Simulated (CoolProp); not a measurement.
Model: reference Helmholtz-energy equation of state, Lemmon 2006, in CoolProp. It is a short technical equation, of lower accuracy than the large ones.

Question: For carbon monoxide, give the phase and the cp (kJ/(kg K)), cv (kJ/(kg K)) at 148.2 K and 0.25 bar; 148.2 K and 0.859 bar; 148.2 K and 52.5 bar.

Answer: 
- 148.2 K and 0.25 bar: gas; cp 1.04, cv 0.743
- 148.2 K and 0.859 bar: gas; cp 1.05, cv 0.744
- 148.2 K and 52.5 bar: supercritical; cp 4.27, cv 0.967
